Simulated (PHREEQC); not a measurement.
Make-up at 25 °C: 6.8e-05 mol/kgw Ag2SO4 and 0.12 mol/kgw HF. Closed to the air; pH follows from the charge balance.

All values are PHREEQC results (ion-association model, wateq4f.dat), not measurements.

No solid was allowed to form.

Estimate the pH, ionic strength.

pH 2.08; ionic strength 0.00918 mol/kgw.

In which forms is F present?

HF 65 %, H2F2 26 %, F- 5.8 %, HF2- 3.5 % of the F.

Complexes and solids missing from the database can't appear. wateq4f.dat counts part of the HF as a dimer, H2F2, which phreeqc.dat doesn't know; its constant is uncertain.
